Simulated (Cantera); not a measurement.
Input (Python, Cantera):

```python
import numpy as np
import cantera as ct

surf = ct.Interface("ptcombust.yaml", "Pt_surf")
gas = surf.adjacent["gas"]
gas.TPX = 300, 13000, {'H2': 0.039, 'O2': 0.16, 'N2': 0.79}
jet = ct.ImpingingJet(gas=gas, width=0.042, surface=surf)
jet.inlet.mdot, jet.inlet.T, jet.inlet.X = 0.16, 300, {'H2': 0.039, 'O2': 0.16, 'N2': 0.79}
jet.set_refine_criteria(ratio=10, slope=0.2, curve=0.3)
show, cover = ['H2', 'O2', 'H2O', 'OH'], ["PT(S)", "H(S)", "O(S)", "OH(S)", "CO(S)", "C(S)"]

rows = []
print(f"{'Ts/K':>7s}" + "".join(f"{s:>11s}" for s in show + cover) + "   (gas at the wall, coverages)")
for i, Ts in enumerate([500, 550, 600, 650, 700, 750, 800, 850]):
    jet.surface.T = Ts
    if i == 0:
        surf.TP = Ts, 13000
        surf.coverages = "PT(S):0.5, O(S):0.5"
        surf.advance_coverages(1.0)
        jet.set_initial_guess(products="inlet")
    jet.solve(loglevel=0, auto=(i == 0))
    rows.append([*(jet.X[gas.species_index(s), -1] for s in show), *surf[cover].coverages])
    print(f"{Ts:7g}" + "".join(f"{x:11.3e}" for x in rows[-1]))
```

It prints:

```
   Ts/K         H2         O2        H2O         OH      PT(S)       H(S)       O(S)      OH(S)      CO(S)       C(S)   (gas at the wall, coverages)
    500  4.445e-03  1.238e-01  6.946e-02  1.518e-15  5.263e-02  2.750e-09  9.202e-01  2.705e-02  1.195e-15  1.322e-30
    550  4.426e-03  1.239e-01  6.892e-02  5.796e-14  5.558e-02  2.595e-09  9.289e-01  1.549e-02  1.462e-17  6.979e-25
    600  4.413e-03  1.241e-01  6.844e-02  1.194e-12  5.838e-02  3.052e-09  9.319e-01  9.653e-03  3.624e-18 -3.888e-26
    650  4.395e-03  1.242e-01  6.802e-02  1.532e-11  6.119e-02  4.279e-09  9.324e-01  6.431e-03  9.302e-19  2.125e-30
    700  4.316e-03  1.242e-01  6.775e-02  1.354e-10  6.496e-02  6.676e-09  9.305e-01  4.570e-03  3.524e-18  4.257e-24
    750  3.982e-03  1.240e-01  6.798e-02  8.707e-10  7.374e-02  1.178e-08  9.227e-01  3.525e-03  1.921e-19  4.048e-28
    800  3.244e-03  1.234e-01  6.902e-02  4.189e-09  9.530e-02  2.515e-08  9.017e-01  2.997e-03  1.519e-19  1.341e-25
    850  2.466e-03  1.227e-01  7.016e-02  1.555e-08  1.329e-01  5.972e-08  8.643e-01  2.710e-03  1.333e-18  6.469e-26
```

Computed with Cantera and Deutschmann's 1995 Pt surface mechanism with GRI-Mech 3.0 gas chemistry. Catalytic surfaces can have several steady states; this one follows from the mechanism file's or the stated starting coverage.
